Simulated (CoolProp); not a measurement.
100 sccm (0 °C, 1 atm) of nitrogen bubbles through liquid p-xylene at 336.7 K and leaves saturated at a total pressure of 0.0831 MPa (ideal gas phase). Each further row changes one setting.

The numbers come from the reference Helmholtz-energy equation of state, Zhou 2012 in CoolProp.

```json
[
 {"case": "as stated", "vapour pressure (kPa)": "8.01", "mole fraction of vapour": "?", "delivery (mg/min)": "50.5", "delivery (sccm)": "10.7", "change of delivery for a bath 1 K warmer (%)": "4.9"},
 {"case": "bath temperature 341.7 K", "vapour pressure (kPa)": "9.90", "mole fraction of vapour": "0.119", "delivery (mg/min)": "64.0", "delivery (sccm)": "?", "change of delivery for a bath 1 K warmer (%)": "?"},
 {"case": "total pressure 0.166 MPa", "vapour pressure (kPa)": "8.01", "mole fraction of vapour": "0.0483", "delivery (mg/min)": "?", "delivery (sccm)": "5.07", "change of delivery for a bath 1 K warmer (%)": "?"}
]
```

Problem. Some entries are withheld; supply them.

Solution. 
- as stated, mole fraction of vapour: 0.0964
- bath temperature 341.7 K, delivery (sccm): 13.5
- bath temperature 341.7 K, change of delivery for a bath 1 K warmer (%): 4.8
- total pressure 0.166 MPa, delivery (mg/min): 24.0
- total pressure 0.166 MPa, change of delivery for a bath 1 K warmer (%): 4.6
